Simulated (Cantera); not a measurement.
Feed: 1 mol Si₃N₄, 0.0076 mol O₂, 2 mol H₂, equilibrated at 570000 Pa.

Cantera equilibrium calculation (NASA polynomials, part measured and part estimated; ideal gas, pure solids and liquids). Candidate condensed phases: H₂O, Si, SiO₂, Si₂N₂O, Si₃N₄; 35 gas species. Mutual solubility and eutectic melting of coexisting phases are not modelled. Gases not in the tables: Si₂H₆ and higher silanes. Kinetics and transport are ignored.

x: gas mole fraction; n: condensed amount in mol.

```tsv
T (°C)	x H₂	x N₂	x SiO	x H	n Si₂N₂O(s)	n Si₃N₄(s)	n Si(l)
727	0.997	0.00245	<1e-12	…	0.0152	0.990	0
827	0.997	0.00248	<1e-12	…	0.0152	0.990	0
927	0.997	0.00250	<1e-12	…	0.0152	0.990	0
1027	0.997	0.00251	1.78e-11	…	0.0152	0.990	0
1127	0.997	0.00251	8.24e-10	…	0.0152	0.990	0
1227	0.997	0.00252	2.26e-8	…	0.0152	0.990	0
1327	0.997	0.00252	4.06e-7	…	0.0152	0.990	0
1427	0.997	0.00253	5.15e-6	…	0.0152	0.990	0
1527	0.997	0.00256	4.86e-5	…	0.0151	0.990	0
1627	0.992	0.00723	0.000256	…	0.0147	0.985	0.0139
1727	0.969	0.0288	0.000973	…	0.0132	0.964	0.0804
```

Question: Fill in the missing entries.

Answer: 
- 727, x H: 9.49e-10
- 827, x H: 1.08e-8
- 927, x H: 8.26e-8
- 1027, x H: 4.63e-7
- 1127, x H: 2.03e-6
- 1227, x H: 7.36e-6
- 1327, x H: 2.27e-5
- 1427, x H: 6.16e-5
- 1527, x H: 0.000150
- 1627, x H: 0.000331
- 1727, x H: 0.000671
